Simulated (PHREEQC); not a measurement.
Consider water at 40 °C with 1.2 mmol/kgw HF, 16 mmol/kgw NH4F and 0.28 mmol/kgw H2SiF6. Closed to the air; pH follows from the charge balance.

Equilibrium calculation in PHREEQC: ion-association model, wateq4f.dat.

```tsv
quantity	before	after
pH	4.22	4.48
ionic strength (mol/kgw)	0.0163	0.0163
F- (mol/kgw)	0.0154	0.0155
HF (mol/kgw)	0.00160	0.000887
HF2- (mol/kgw)	0.000104	5.79e-5
```

Task: What was changed between the two runs?
A. HF from 0.0012 to 0.00024 mol/kgw
B. H2SiF6 replaced by LiF at the same molality
C. 0.017 mol/kgw H3PO4 added

Result: A, HF from 0.0012 to 0.00024 mol/kgw

This is a speciation only: nothing precipitates in the calculation. Away from 25 °C the constants follow the database's enthalpies or fits; those with neither stay at their 25 °C values. SiF6-2 is the database's only silicon fluoride.
